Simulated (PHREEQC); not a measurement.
Metal-bearing waste water: an equilibrium model

Consider water at 63 °C with 0.012 mol/kgw NiSO4, 0.028 mol/kgw CuCl2, 0.0062 mol/kgw H2SO4 and 0.00023 mol/kgw NaCl. Closed to the air; pH follows from the charge balance.

Equilibrium calculation in PHREEQC: ion-association model, wateq4f.dat.

Each row changes one thing in this solution. This is a speciation only: nothing precipitates in the calculation.

| case | pH | ionic strength (mol/kgw) | Cl- (mol/kgw) | Ni+2 (mol/kgw) | SO4-2 (mol/kgw) | HSO4- (mol/kgw) | SI of Morenosite (NiSO4:7H2O) | SI of Halite (NaCl) |
|---|---|---|---|---|---|---|---|---|
| as made | 2.21 | 0.105 | 0.0506 | 0.00955 | 0.00709 | 0.00486 | -2.99 | -6.84 |
| 0.017 mol/kgw MnCl2 added | 2.19 | 0.145 | 0.0808 | 0.00980 | 0.00655 | 0.00433 | -3.11 | -6.66 |
| diluted 2-fold with water | 2.45 | 0.0559 | 0.0262 | 0.00493 | 0.00418 | 0.00195 | -3.33 | -7.38 |
| H2SO4 replaced by CdSO4 at the same molality | 4.28 | 0.105 | 0.0473 | 0.00908 | 0.00938 | 5.51e-5 | -2.89 | -6.87 |
| NaCl replaced by Na2SiF6 at the same molality | 2.23 | 0.105 | 0.0504 | 0.00954 | 0.00715 | 0.00475 | -2.99 | -6.54 |
| CuCl2 left out | 2.27 | 0.0394 | 0.000228 | 0.00823 | 0.00824 | 0.00618 | -2.72 | -9.12 |
| diluted 100-fold with water | 3.94 | 0.00145 | 0.000560 | 0.000116 | 0.000166 | 4.14e-6 | -5.76 | -10.59 |
| CuCl2 from 0.028 to 0.28 mol/kgw | 2.17 | 0.537 | 0.387 | ___ | ___ | 0.00327 | -3.48 | -6.08 |

Task: Complete the blanks.

Result: 
- CuCl2 from 0.028 to 0.28 mol/kgw, Ni+2 (mol/kgw): 0.00844
- CuCl2 from 0.028 to 0.28 mol/kgw, SO4-2 (mol/kgw): 0.00688

Some of these states are supersaturated (in Atacamite, for instance). Constants without temperature data keep their 25 °C values here. SiF6-2 is the database's only silicon fluoride.
